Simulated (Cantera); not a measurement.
A closed system holds: 1 mol AlCl3, 8.2 mol N2, 13 mol H2, at 1898.15 K and 100 Torr.

Equilibrium computed with Cantera from the NASA thermochemical tables; the gas is ideal and each condensed phase is pure. Candidate condensed phases: Al, AlCl3, AlN, NH4Cl; 20 gas species. The tables' values for AlCl2 are old estimates; treat these amounts as uncertain. Kinetics and transport are ignored.

Base state: H2 0.528, N2 0.356, HCl 0.0710, AlCl 0.0319, AlCl2 0.00737, AlCl3 0.00412, H 0.00156, Cl 0.000158 (mole fractions); condensed: gas only.

What changes in the equilibrium state with this change: temperature from 1898.15 K to 1125 K?


| species | before | after |
|---|---|---|
| H2 | 0.528 | 0.549 |
| N2 | 0.356 | 0.357 |
| HCl | 0.0710 | 0.0732 |
| AlCl | 0.0319 | 6.99e-8 |
| AlCl3 | 0.00412 | 0.0206 |
| H | 0.00156 | 9.02e-8 |
| Cl | 0.000158 | 1.07e-8 |
| Al | 1.07e-5 | <1e-9 |
| AlN(s), mol | 0 | 0.542 |

What changes in the equilibrium state with this change: temperature from 1898.15 K to 975 K?


```csv
species,before,after
H2,0.528,0.547
N2,0.356,0.356
HCl,0.0710,0.0773
AlCl,0.0319,<1e-9
AlCl3,0.00412,0.0193
H,0.00156,2.32e-9
Cl,0.000158,<1e-9
"AlN(s), mol",0,0.572
```

What changes in the equilibrium state with this change: temperature from 1898.15 K to 1698 K?


```tsv
species	before	after
H2	0.528	0.546
N2	0.356	0.359
HCl	0.0710	0.0558
AlCl	0.0319	0.0162
AlCl3	0.00412	0.0150
Al	1.07e-5	8.09e-7
Cl	0.000158	2.33e-5
AlN(s), mol	0	0.119
```
